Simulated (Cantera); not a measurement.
A freely propagating, adiabatic, planar premixed flame of H2 : O2 : N2 = 1 : 0.667 : 2.51 (molar parts), equivalence ratio 0.75, unburnt at 650 K and 0.109 atm; mixture-averaged transport, grid criteria slope 0.08 and curve 0.16, no radiation.

Model: the H2/O2 subset of GRI-Mech 3.0, which has no nitrogen chemistry, integrated in Cantera. Burning velocities carry a grid error of a few per cent, more on coarse grids.

What does this change do: H2 1 to 0.78 parts?


| quantity | before | after |
|---|---|---|
| laminar burning velocity | 609 cm/s | 512 cm/s |
| thermal thickness | 9.07 mm | 8.67 mm |
| peak x(HO2) | 3.63e-5 | 3.77e-5 |
| peak x(OH) | 0.0177 | 0.0129 |
| peak x(H) | 0.0701 | 0.0494 |
| peak x(H2O2) | 8.91e-7 | 9.80e-7 |
Lean hydrogen flames are cellular in practice and burn faster than this planar one.

What does this change do: N2 2.51 to 1.9 parts?


```tsv
quantity	before	after
laminar burning velocity	609 cm/s	728 cm/s
thermal thickness	9.07 mm	7.99 mm
peak x(HO2)	3.63e-5	4.25e-5
peak x(OH)	0.0177	0.0261
peak x(H)	0.0701	0.0866
peak x(H2O2)	8.91e-7	1.11e-6
```

What does this change do: O2 0.667 to 0.5 parts?


```tsv
quantity	before	after
laminar burning velocity	609 cm/s	566 cm/s
thermal thickness	9.07 mm	10.3 mm
peak x(HO2)	3.63e-5	2.90e-5
peak x(OH)	0.0177	0.0133
peak x(H)	0.0701	0.0785
peak x(H2O2)	8.91e-7	5.64e-7
```
